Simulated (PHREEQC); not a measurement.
0.6 g of hydrous ferric oxide (600 m²/g; 0.2 weak and 0.005 strong sites per Fe, Dzombak-Morel constants, diffuse double layer) in 1 kg of water with 0.05 mol/kgw of an inert sodium salt and 0.0023 mol/kgw NaH2PO4 and 0.0018 mol/kgw NaF, at 25 °C; the pH is set by adding NaOH or the inert anion's acid. Oxygen is held at 0.21 atm. The system is closed to CO2. Nothing may precipitate in this run.

Base run: PHREEQC, ion-association model, wateq4f.dat. Each further column changes one thing. The table gives P sorbed (%).

```json
[
 {"pH": "4", "base": "57.2", "no electrostatic term (-no_edl)": "56.1", "background salt from 0.05 to 0.005 mol/kgw": "57.6", "oxide from 0.6 to 3 g/kgw": "100.0", "0.0034 mol/kgw ZnSO4 added": "57.2"},
 {"pH": "4.38", "base": "56.9", "no electrostatic term (-no_edl)": "56.2", "background salt from 0.05 to 0.005 mol/kgw": "57.1", "oxide from 0.6 to 3 g/kgw": "100.0", "0.0034 mol/kgw ZnSO4 added": "56.8"},
 {"pH": "5.12", "base": "55.3", "no electrostatic term (-no_edl)": "56.4", "background salt from 0.05 to 0.005 mol/kgw": "55.3", "oxide from 0.6 to 3 g/kgw": "100.0", "0.0034 mol/kgw ZnSO4 added": "55.3"},
 {"pH": "5.5", "base": "54.0", "no electrostatic term (-no_edl)": "56.7", "background salt from 0.05 to 0.005 mol/kgw": "53.8", "oxide from 0.6 to 3 g/kgw": "100.0", "0.0034 mol/kgw ZnSO4 added": "53.8"},
 {"pH": "5.88", "base": "52.1", "no electrostatic term (-no_edl)": "57.1", "background salt from 0.05 to 0.005 mol/kgw": "51.8", "oxide from 0.6 to 3 g/kgw": "100.0", "0.0034 mol/kgw ZnSO4 added": "51.1"},
 {"pH": "6.62", "base": "46.5", "no electrostatic term (-no_edl)": "57.9", "background salt from 0.05 to 0.005 mol/kgw": "45.9", "oxide from 0.6 to 3 g/kgw": "99.9", "0.0034 mol/kgw ZnSO4 added": "?"},
 {"pH": "7", "base": "42.5", "no electrostatic term (-no_edl)": "58.1", "background salt from 0.05 to 0.005 mol/kgw": "41.9", "oxide from 0.6 to 3 g/kgw": "99.8", "0.0034 mol/kgw ZnSO4 added": "?"},
 {"pH": "7.38", "base": "38.3", "no electrostatic term (-no_edl)": "58.1", "background salt from 0.05 to 0.005 mol/kgw": "37.5", "oxide from 0.6 to 3 g/kgw": "99.5", "0.0034 mol/kgw ZnSO4 added": "26.9"},
 {"pH": "8.12", "base": "29.8", "no electrostatic term (-no_edl)": "58.0", "background salt from 0.05 to 0.005 mol/kgw": "29.1", "oxide from 0.6 to 3 g/kgw": "94.6", "0.0034 mol/kgw ZnSO4 added": "21.1"},
 {"pH": "8.5", "base": "24.5", "no electrostatic term (-no_edl)": "57.8", "background salt from 0.05 to 0.005 mol/kgw": "24.0", "oxide from 0.6 to 3 g/kgw": "85.4", "0.0034 mol/kgw ZnSO4 added": "20.1"},
 {"pH": "8.88", "base": "18.7", "no electrostatic term (-no_edl)": "57.5", "background salt from 0.05 to 0.005 mol/kgw": "18.1", "oxide from 0.6 to 3 g/kgw": "70.5", "0.0034 mol/kgw ZnSO4 added": "19.8"},
 {"pH": "9.62", "base": "8.6", "no electrostatic term (-no_edl)": "55.5", "background salt from 0.05 to 0.005 mol/kgw": "7.7", "oxide from 0.6 to 3 g/kgw": "?", "0.0034 mol/kgw ZnSO4 added": "19.7"},
 {"pH": "10", "base": "4.8", "no electrostatic term (-no_edl)": "52.5", "background salt from 0.05 to 0.005 mol/kgw": "4.0", "oxide from 0.6 to 3 g/kgw": "21.5", "0.0034 mol/kgw ZnSO4 added": "19.1"}
]
```

### Question
Some entries are withheld; supply them.

### Answer

- 6.62, 0.0034 mol/kgw ZnSO4 added: 37.6
- 7, 0.0034 mol/kgw ZnSO4 added: 31.4
- 9.62, oxide from 0.6 to 3 g/kgw: 36.7

H3PO4, which wateq4f.dat lacks, is added to it with the constant of phreeqc.dat. In at least one series the solution becomes supersaturated in solids that the run did not let form, among them Zn(OH)2-e, Zn4(OH)6SO4, Zn3(PO4)2:4w. The database has no phosphate complexes of Zn.
